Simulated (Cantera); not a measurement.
Input: 1 mol B2O3, 2 mol NH3, 1 mol N2, equilibrated at 3700 Pa.

Cantera equilibrium calculation (NASA polynomials, part measured and part estimated; ideal gas, pure solids and liquids). Candidate condensed phases: B, BN, B2O3, B3O3H3, H2O; 39 gas species. Kinetics and transport are ignored.

Question: At 1577 °C, list the 4 most abundant gas species with their mole fractions, and the condensed phases.

Answer: H2 0.451, N2 0.333, B2O3 0.110, HBO2 0.0540. Condensed: gas only.
